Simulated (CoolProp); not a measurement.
The fluoroketone C6F12O (FK-5-1-12) at several states: density (kg/m³) from the reference equation and from simpler models built on Tc = 168.7 °C, pc = 1.869 MPa, ω = 0.471; each cubic takes its own stable root.

The numbers come from the reference Helmholtz-energy equation of state, McLinden 2015 in CoolProp.

| T (°C) | p (MPa) | phase | reference | van der Waals | Redlich-Kwong | Peng-Robinson |
|---|---|---|---|---|---|---|
| -14.75 | 1.9 | liquid | 1722 | 1021 | 1492 | 1767 |
| 50.75 | 0.242 | liquid | 1522 | 31.09 | 1282 | 1570 |
| 111.85 | 7.73 | liquid | 1386 | 931.4 | 1247 | 1452 |
| 4.35 | 0.0196 | liquid | 1663 | 2.710 | 2.720 | 1712 |
| 132.25 | 2.3 | liquid | 1223 | 765.9 | 1009 | 1211 |

At some of these states van der Waals, Redlich-Kwong gives the other phase, because its saturation line lies elsewhere.
